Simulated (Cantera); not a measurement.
A perfectly stirred reactor is fed with H₂ : O₂ : N₂ = 1.9 : 1 : 1.4 (molar parts), at 100000 Pa; it is held at 1325 K, and followed from long to short residence time.

Computed with Cantera and GRI-Mech 3.0 (53 species, 325 reactions). The temperature is held fixed by assumption; the heat of reaction is taken as removed at once.

Q: What does this change do: pressure from 100000 Pa to 48000 Pa?

A: 
| quantity | before | after |
|---|---|---|
| x(H₂) at τ = 5.90 s | 0.000143 | 0.000234 |
| x(O₂) at τ = 5.90 s | 0.0150 | 0.0150 |
| x(NO) at τ = 5.90 s | 3.24e-7 | 6.19e-7 |
| x(H) at τ = 5.90 s | 1.46e-6 | 5.48e-6 |
| x(NO₂) at τ = 5.90 s | 5.87e-9 | 3.54e-9 |
| x(H₂) at τ = 15.0 ms | 0.00563 | 0.00905 |
| x(O₂) at τ = 15.0 ms | 0.0175 | 0.0191 |
| x(NO) at τ = 15.0 ms | 6.38e-7 | 1.47e-6 |
| x(H) at τ = 15.0 ms | 0.000420 | 0.00156 |
| x(NO₂) at τ = 15.0 ms | 1.20e-9 | 5.98e-10 |

Q: What does this change do: temperature 1325 to 1198 K?

A: 
```csv
quantity,before,after
x(H₂) at τ = 5.90 s,0.000143,0.000835
x(O₂) at τ = 5.90 s,0.0150,0.0153
x(NO) at τ = 5.90 s,3.24e-7,4.14e-8
x(H) at τ = 5.90 s,1.46e-6,1.23e-6
x(NO₂) at τ = 5.90 s,5.87e-9,8.31e-9
x(H₂) at τ = 15.0 ms,0.00563,0.0107
x(O₂) at τ = 15.0 ms,0.0175,0.0201
x(NO) at τ = 15.0 ms,6.38e-7,1.87e-7
x(H) at τ = 15.0 ms,0.000420,0.000293
x(NO₂) at τ = 15.0 ms,1.20e-9,7.92e-10
```
